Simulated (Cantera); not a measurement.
A closed system holds: 1 mol Si₂Cl₆, 1.4 mol NH₃, 66 mol H₂, at 1.28 Torr.

Equilibrium computed with Cantera from the NASA thermochemical tables; the gas is ideal and each condensed phase is pure. Candidate condensed phases: NH₄Cl, Si, Si₃N₄; 28 gas species. The feed counts by its element totals alone. Mutual solubility and eutectic melting of coexisting phases are not modelled. Rates play no part.

### Question
Which condensed phases are stable at each of these points (T (°C)): 702, 777, 852, 927, 1002, 1077, 1152, 1227?

### Answer
| T (°C) | condensed phases | Si condensed (%) |
|---|---|---|
| 702 | Si₃N₄(s) | 52.5 |
| 777 | Si(s) + Si₃N₄(s) | 54.5 |
| 852 | Si(s) + Si₃N₄(s) | 60.6 |
| 927 | Si(s) + Si₃N₄(s) | 61.5 |
| 1002 | Si(s) + Si₃N₄(s) | 60.5 |
| 1077 | Si(s) + Si₃N₄(s) | 58.9 |
| 1152 | Si(s) + Si₃N₄(s) | 57.4 |
| 1227 | Si(s) | 56.0 |

At 702 °C the condensed part is Si₃N₄(s). From 777 °C to 1152 °C the condensed part is Si(s) + Si₃N₄(s). At 1227 °C the condensed part is Si(s).
